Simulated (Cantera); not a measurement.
A closed system holds: 1 mol SiHCl3, 5.6 mol N2, equilibrated at 800 °C and 10.0 Torr.

Cantera equilibrium calculation (NASA polynomials, part measured and part estimated; ideal gas, pure solids and liquids). Candidate condensed phases: NH4Cl, Si, Si3N4; 28 gas species. N2 is the only nitrogen source here; it is nearly inert below about 1500 K, so the nitride shown seldom forms there in practice. The tables' values for SiCl3 are old estimates; treat these amounts as uncertain. Equilibrium is a limit: real reactors are often held back by kinetics, nucleation or transport.

Base state: N2 0.784, HCl 0.122, SiCl4 0.0803, H2 0.0132, SiCl3 0.000337, SiHCl3 0.000107, SiCl2 2.25e-5 (mole fractions); condensed: Si3N4(s).

Problem. What changes in the equilibrium state with this change: SiHCl3 replaced by SiF4?

Solution. 
```
species          before  after
-------------  --------  -----
N2                0.784  0.848
SiF4                  0  0.152
HCl               0.122      0
SiCl4            0.0803      0
H2               0.0132      0
SiCl3          0.000337      0
SiHCl3         0.000107      0
SiCl2           2.25e-5      0
Si3N4(s), mol     0.151      0
```
